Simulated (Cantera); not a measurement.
A Cantera script and its output.

```python
import numpy as np
import cantera as ct

gas = ct.Solution("h2o2.yaml")
gas.TPX = 600, 940000, {'H2': 1, 'O2': 0.549, 'N2': 1.98, 'H2O': 0.14}
flame = ct.FreeFlame(gas, width=0.0083)
flame.set_refine_criteria(ratio=3, slope=0.08, curve=0.16)
flame.transport_model = "unity-Lewis-number"
flame.solve(loglevel=0, auto=True)
z, T = flame.grid, flame.T
thick = (T[-1] - T[0]) / np.gradient(T, z).max()
show = ['H2', 'O2', 'H2O', 'H2O2', 'H', 'HO2']
print(f"laminar burning velocity  {flame.velocity[0] * 100:.3f} cm/s")
print(f"burnt temperature         {T[-1]:.1f} K")
print(f"thermal thickness         {thick * 1e3:.4f} mm")
print(f"grid points               {len(z)}")
z0 = z[flame.heat_release_rate.argmax()]
print(f"{'z/mm':>9s}{'T/K':>9s}{'u/(m/s)':>9s}" + "".join(f"{s:>11s}" for s in show))
rows = []
for k in (-3, -2, -1.5, -1, -0.5, -0.25, 0, 0.25, 0.5, 1, 2, 4, 8):
    zz = z0 + k * thick
    rows.append([k * thick, np.interp(zz, z, T), np.interp(zz, z, flame.velocity),
                 *(np.interp(zz, z, flame.X[gas.species_index(s)]) for s in show)])
    print(f"{rows[-1][0] * 1e3:9.3f}{rows[-1][1]:9.1f}{rows[-1][2]:9.3f}" + "".join(f"{x:11.3e}" for x in rows[-1][3:]))
```

Result:

```
laminar burning velocity  426.186 cm/s
burnt temperature         2500.8 K
thermal thickness         0.0233 mm
grid points               103
     z/mm      T/K  u/(m/s)         H2         O2        H2O       H2O2          H        HO2
   -0.070    600.1    4.263  2.725e-01  1.496e-01  3.817e-02  5.007e-08  1.574e-12  3.874e-07
   -0.047    600.6    4.266  2.725e-01  1.496e-01  3.823e-02  2.897e-07  2.449e-11  2.245e-06
   -0.035    603.0    4.283  2.722e-01  1.495e-01  3.855e-02  1.445e-06  3.575e-10  1.129e-05
   -0.023    617.4    4.381  2.706e-01  1.486e-01  4.038e-02  8.014e-06  7.639e-09  6.493e-05
   -0.012    779.0    5.469  2.525e-01  1.392e-01  6.148e-02  6.145e-05  2.279e-05  6.712e-04
   -0.006   1126.3    7.724  2.079e-01  1.170e-01  1.120e-01  9.142e-05  1.913e-03  1.049e-03
    0.000   1578.5   10.488  1.268e-01  7.826e-02  1.956e-01  1.758e-05  1.444e-02  5.167e-04
    0.006   1875.8   12.185  6.579e-02  4.717e-02  2.568e-01  5.499e-06  2.259e-02  2.300e-04
    0.012   2036.0   13.054  4.309e-02  3.390e-02  2.835e-01  3.940e-06  1.931e-02  1.262e-04
    0.023   2197.2   13.900  2.982e-02  2.605e-02  3.048e-01  2.724e-06  1.152e-02  6.383e-05
    0.047   2327.7   14.567  2.064e-02  2.173e-02  3.218e-01  1.949e-06  5.578e-03  3.168e-05
    0.093   2418.3   15.020  1.324e-02  1.875e-02  3.349e-01  1.422e-06  2.483e-03  1.601e-05
    0.187   2469.2   15.272  8.542e-03  1.701e-02  3.428e-01  1.123e-06  1.210e-03  9.704e-06
```

Model: the H2/O2 subset of GRI-Mech 3.0, which has no nitrogen chemistry, integrated in Cantera. The hydrogen kinetics of GRI-Mech 3.0 are dated; newer H2 mechanisms differ, most at raised pressure. Unity Lewis numbers drop preferential diffusion, which matters most where H2 and H carry the flame. Burning velocities carry a grid error of a few per cent, more on coarse grids.
